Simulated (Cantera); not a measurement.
An isothermal, constant-pressure homogeneous reactor starts with 34.5 % NO, 65.5 % N2, at 2025 K and 9600 Pa.

Model: GRI-Mech 3.0 (53 species, 325 reactions), integrated in Cantera.

x: mole fraction; the columns are a selection and need not sum to one.

```
t (s)        x NO   x N2      x O2    x N2O    x NO2
--------  -------  -----  --------  -------  -------
0.000200    0.345  0.655   1.80e-8  3.09e-6  7.35e-8
0.000549    0.345  0.655   1.38e-7  8.07e-6  4.63e-7
0.00151     0.345  0.655   1.14e-6  1.95e-5  2.37e-6
0.00413     0.345  0.655       ___      ___      ___
0.0113      0.344  0.655  0.000111  5.17e-5  2.18e-5
0.0311      0.343  0.656  0.000635  5.17e-5  2.73e-5
0.0854      0.340  0.657   0.00220  5.03e-5  3.04e-5
0.234       0.331  0.662   0.00668  4.68e-5  3.75e-5
0.643       0.305  0.675    0.0198  3.81e-5  5.06e-5
1.76        0.232  0.711    0.0560  2.06e-5  6.16e-5
4.84       0.0979  0.778     0.123  3.48e-6  3.83e-5
13.3       0.0175  0.818     0.163  2.17e-7  7.90e-6
36.4      0.00767  0.823     0.168  1.34e-7  3.51e-6
100       0.00752  0.823     0.168  1.34e-7  3.45e-6
```

Q: Fill in the missing entries.

A: 
- 0.00413, x O2: 1.10e-5
- 0.00413, x N2O: 3.85e-5
- 0.00413, x NO2: 9.10e-6
